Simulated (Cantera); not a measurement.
Charge: 1 mol Si, a varied amount of HCl, 8.6 mol H2, equilibrated at 550 K and 2000000 Pa.

Cantera equilibrium calculation (NASA polynomials, part measured and part estimated; ideal gas, pure solids and liquids). Candidate condensed phases: Si; 19 gas species. Equilibrium is a limit: real reactors are often held back by kinetics, nucleation or transport.

What share of the Si ends up in condensed phases as a function of n(HCl) (mol), at 0.56, 0.75, 1, 1.3, 1.8, 2.4, 3.2, 4.2, 5.6?


```tsv
n(HCl) (mol)	Si condensed (%)	as
0.56	82.0	Si(s)
0.75	76.1	Si(s)
1	68.4	Si(s)
1.3	59.2	Si(s)
1.8	44.0	Si(s)
2.4	25.9	Si(s)
3.2	2.0	Si(s)
4.2	0.0	-
5.6	0.0	-
```
